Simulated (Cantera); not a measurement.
**Thermodynamics of silicon epitaxy and polysilicon growth, feed Si₂H₆ + Cl₂ + H₂**

Input: 1 mol Si₂H₆, 0.18 mol Cl₂, 10 mol H₂, at 66.8 Torr.

Equilibrium computed with Cantera from the NASA thermochemical tables; the gas is ideal and each condensed phase is pure. Candidate condensed phases: Si; 19 gas species. The feed counts by its element totals alone. The tables' values for SiCl₃ are old estimates; treat these amounts as uncertain. The numbers say what is thermodynamically allowed, not how fast it happens.

From 948 K to 1473 K the condensed part is Si(s). The main Si-bearing gas is SiCl₄ at 948 K and SiCl₂ at 1473 K.

| T (K) | x H₂ | x HCl | x SiCl₄ | x SiHCl₃ | x SiCl₂ | x SiCl₃ | x SiH₂Cl₂ | n Si(s) |
|---|---|---|---|---|---|---|---|---|
| 948 | 0.988 | 0.00590 | 0.00333 | 0.00251 | 5.37e-5 | 7.27e-5 | 0.000192 | 1.92 |
| 1023 | 0.985 | 0.0105 | 0.00246 | 0.00195 | 0.000200 | 0.000153 | 0.000171 | 1.94 |
| 1098 | 0.980 | 0.0160 | 0.00140 | 0.00124 | 0.000533 | 0.000230 | 0.000132 | 1.95 |
| 1173 | 0.977 | 0.0206 | 0.000536 | 0.000592 | 0.000987 | 0.000232 | 8.39e-5 | 1.97 |
| 1248 | 0.975 | 0.0228 | 0.000145 | 0.000218 | 0.00134 | 0.000164 | 4.46e-5 | 1.97 |
| 1323 | 0.975 | 0.0235 | 3.56e-5 | 7.49e-5 | 0.00155 | 0.000100 | 2.26e-5 | 1.98 |
| 1398 | 0.975 | 0.0236 | 9.35e-6 | 2.71e-5 | 0.00169 | 6.07e-5 | 1.18e-5 | 1.98 |
| 1473 | 0.975 | 0.0236 | 2.75e-6 | 1.07e-5 | 0.00179 | 3.79e-5 | 6.50e-6 | 1.98 |
x: gas mole fraction; n: condensed amount in mol.
